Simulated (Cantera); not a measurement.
A closed system holds: 1 mol trisilylamine, 52 mol N2.

Cantera equilibrium calculation (NASA polynomials, part measured and part estimated; ideal gas, pure solids and liquids). Candidate condensed phases: Si, Si3N4; 18 gas species. The feed counts by its element totals alone. The numbers say what is thermodynamically allowed, not how fast it happens.

What condenses at these points (T in K, P in Pa): (1198, 5); (1748, 5); (1398, 26); (1598, 3700); (1348, 26)?


| T (K) | P in Pa | condensed phases | Si condensed (%) |
|---|---|---|---|
| 1198 | 5 | Si3N4 | 100.0 |
| 1748 | 5 | Si | 40.9 |
| 1398 | 26 | Si3N4 | 100.0 |
| 1598 | 3700 | Si3N4 | 100.0 |
| 1348 | 26 | Si3N4 | 100.0 |
